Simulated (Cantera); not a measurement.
Input: 1 mol CH₄, 1.1 mol H₂O, held at 727 °C and 1.33 mbar.

Equilibrium computed with Cantera from the NASA thermochemical tables; the gas is ideal and each condensed phase is pure. Candidate condensed phases: C, C₆H₆, C₇H₈, C₈H₁₈, H₂O; 110 gas species. The numbers say what is thermodynamically allowed, not how fast it happens.

Base state: H₂ 0.739, CO 0.236, H₂O 0.0167, CO₂ 0.00767 (mole fractions); condensed: gas only.

Q: What changes in the equilibrium state with this change: temperature from 727 °C to 2677 °C?

A: 
| species | before | after |
|---|---|---|
| H | 5.34e-8 | 0.796 |
| CO | 0.236 | 0.143 |
| H₂ | 0.739 | 0.0463 |
| O | <1e-9 | 0.0128 |
| H₂O | 0.0167 | 0.000220 |
| OH | <1e-9 | 0.00121 |
| O₂ | <1e-9 | 2.41e-5 |
| CO₂ | 0.00767 | 9.33e-5 |

Q: What changes in the equilibrium state with this change: CH₄ replaced by C?

A: 
```tsv
species	before	after
H₂	0.739	0.503
CO	0.236	0.449
CO₂	0.00767	0.0268
H₂O	0.0167	0.0209
```

Q: What changes in the equilibrium state with this change: H₂O from 1.1 to 0.3 mol?

A: 
| species | before | after |
|---|---|---|
| H₂ | 0.739 | 0.885 |
| CO | 0.236 | 0.115 |
| CH₄ | 3.83e-7 | 9.96e-5 |
| H₂O | 0.0167 | 5.38e-5 |
| CO₂ | 0.00767 | 1.01e-5 |
| C(graphite), mol | 0 | 0.700 |
